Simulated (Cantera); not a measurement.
Ignition delay

Mixture: 44.4 % H2, 11.7 % O2, 43.9 % N2, at 14.8 atm, adiabatic and at constant volume. Ignition delay is the time to a rise of 400 K.

Cantera simulation using GRI-Mech 3.0 (53 species, 325 reactions); the numbers are that mechanism's predictions, not measurements. The hydrogen kinetics of GRI-Mech 3.0 are dated; newer H2 mechanisms differ, most at raised pressure. The pressure lies above the range GRI-Mech 3.0 was tuned for (to about 10 atm). Below about 950 K walls govern HO2 and H2O2 in real vessels.

```
T0 (K)  delay (ms)
------  ----------
875            118
925           30.1
975           8.87
1025          2.91
1075          1.03
1125         0.381
1175         0.141
1225        0.0495
1275        0.0153
1325       0.00498
```

- apparent activation energy between 1225 and 1325 K: 310 kJ/mol
